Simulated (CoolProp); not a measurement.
Properties of R1123 at several states.

Values from CoolProp's reference Helmholtz-energy equation of state, Akasaka 2020.

```tsv
T (K)	p (kPa)	phase	density (kg/m³)	cp (kJ/(kg K))	isothermal compressibility (1/MPa)	expansivity (1/kK)
220.8	243	liquid	…	…	…	…
274.7	146	gas	5.358	…	7.002	3.910
334.3	65.3	gas	1.937	…	15.39	3.041
```

### Question
What belongs in the gaps?

### Answer

- 220.8, density (kg/m³): 1317
- 220.8, cp (kJ/(kg K)): 1.298
- 220.8, isothermal compressibility (1/MPa): 0.002019
- 220.8, expansivity (1/kK): 2.448
- 274.7, cp (kJ/(kg K)): 0.8181
- 334.3, cp (kJ/(kg K)): 0.9060
